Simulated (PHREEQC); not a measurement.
Copper plating or etch bath

Consider water at 55 °C with 0.0021 mol Cu(BF4)2 and 0.043 mol HCl per kg of water. Closed to the air; pH follows from the charge balance.

All values are PHREEQC results (ion-association model, phreeqc.dat), not measurements.

Each row changes one thing in this solution. No solid was allowed to form.

| case | pH | ionic strength (mol/kgw) | HF (mol/kgw) | H3BO3 (mol/kgw) | BF4- (mol/kgw) | Cu+2 (mol/kgw) |
|---|---|---|---|---|---|---|
| as made | 1.46 | 0.0464 | 0.00918 | 0.00227 | 0.00175 | 0.00173 |
| Cu(BF4)2 from 0.0021 to 0.00231 mol/kgw | 1.46 | 0.0469 | 0.00950 | 0.00234 | 0.00207 | 0.00191 |
| diluted 100-fold with water | 3.34 | 0.000528 | 9.05e-5 | 4.20e-5 | 1.85e-11 | 2.09e-5 |
| diluted 5-fold with water | 2.14 | [?] | 0.00302 | 0.000795 | 2.97e-5 | 0.000396 |
| temperature from 55 to 40 °C | 1.45 | 0.0472 | 0.00742 | 0.00183 | 0.00218 | 0.00188 |
| temperature from 55 to 60 °C | 1.46 | [?] | 0.00983 | 0.00243 | [?] | 0.00167 |

Question: Fill in the missing entries.

Answer: 
- diluted 5-fold with water, ionic strength (mol/kgw): 0.00919
- temperature from 55 to 60 °C, ionic strength (mol/kgw): 0.0461
- temperature from 55 to 60 °C, BF4- (mol/kgw): 0.00159

Complexes and solids missing from the database can't appear. At this temperature some constants are extrapolated from 25 °C, and those without enthalpy data are left unchanged. Real BF4- forms and hydrolyses slowly; the run takes it at equilibrium.
